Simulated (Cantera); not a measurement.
Adiabatic ignition

An adiabatic, constant-volume homogeneous reactor starts with 6.18 % CH₄, 10.3 % O₂, 77.3 % N₂, 6.18 % CO₂, equivalence ratio 1.2, at 1525 K and 60000 Pa.

Cantera simulation using GRI-Mech 3.0 (53 species, 325 reactions); the numbers are that mechanism's predictions, not measurements.

```csv
t (s),T (K),P (bar),x CH₄,x O₂,x CO₂,x HCO,x NO
1.00e-6,1525,0.600,0.0618,0.103,0.0618,<1e-12,<1e-12
3.03e-6,1525,0.600,0.0618,0.103,0.0618,<1e-12,<1e-12
9.20e-6,1525,0.600,0.0618,0.103,0.0618,<1e-12,<1e-12
2.79e-5,1525,0.600,0.0618,0.103,0.0618,<1e-12,<1e-12
8.47e-5,1525,0.600,0.0618,0.103,0.0618,9.21e-12,<1e-12
0.000257,1525,0.600,0.0618,0.103,0.0618,1.77e-10,<1e-12
0.000779,1526,0.600,0.0615,0.103,0.0618,6.33e-9,<1e-12
0.00236,1572,0.621,0.0521,0.0969,0.0617,1.15e-6,1.10e-10
0.00717,2530,1.03,<1e-12,0.00524,0.0753,1.76e-8,0.00142
0.0217,2523,1.03,<1e-12,0.00475,0.0749,1.76e-8,0.00318
0.0659,2522,1.02,<1e-12,0.00467,0.0748,1.76e-8,0.00348
0.200,2522,1.02,<1e-12,0.00467,0.0748,1.76e-8,0.00348
```
x: mole fraction; the columns are a selection and need not sum to one.

The time of steepest temperature rise is 2.70 ms. The temperature at 0.200 s comes out as 2522 K and the equilibrium temperature comes out as 2522 K. The x(CH₄) at 0.200 s comes out as <1e-12 (gas-phase equilibrium <1e-12). The x(O₂) at 0.200 s comes out as 0.00467 (gas-phase equilibrium 0.00467) and the x(CO₂) at 0.200 s comes out as 0.0748 (gas-phase equilibrium 0.0748).
